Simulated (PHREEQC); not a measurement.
Make-up at 73 °C: 20 mmol/kgw HBr, 0.06 mmol/kgw CuSO4 and 1 mmol/kgw CuCl2. Closed to the air; pH follows from the charge balance.

Computed with PHREEQC (ion-association model, phreeqc.dat).

Each row changes one thing in this solution. Precipitation was switched off in this run.

| case | pH | CuCl+ (mol/kgw) | CuCl2 (mol/kgw) |
|---|---|---|---|
| as made | 1.76 | 2.28e-5 | 2.72e-8 |
| 0.00025 mol/kgw (CH3)4NF added | 1.76 | 2.28e-5 | 2.72e-8 |
| CuSO4 left out | 1.76 | … | … |
| temperature from 73 to 45 °C | 1.75 | 7.97e-6 | 7.62e-9 |

Q: What belongs in the gaps?

A: 
- CuSO4 left out, CuCl+ (mol/kgw): 2.16e-5
- CuSO4 left out, CuCl2 (mol/kgw): 2.57e-8

Complexes and solids missing from the database can't appear. (CH3)4N+ isn't in the database: it is added as a free cation with an ion size of 4 Å. Constants without temperature data keep their 25 °C values here.
